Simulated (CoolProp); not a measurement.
Vapour-liquid equilibrium of nitrogen (1) + oxygen (2) at 636 kPa; x and y are mole fractions of (1).

The numbers come from the multi-fluid Helmholtz-energy mixture model, Span 2000 and Schmidt 1985; pair parameters Gernert 2013 in CoolProp.

Q: Give the bubble temperature and the first vapour's composition at x = 0.2, 0.35, 0.5. Is there an azeotrope?

A: x = 0.2: 107.7 K, y = 0.388; x = 0.35: 105.0 K, y = 0.574; x = 0.5: 102.8 K, y = 0.711. No azeotrope shows between x = 0.05 and 0.95.

The pair parameters rest on a limited set of measurements; away from them the model extrapolates.
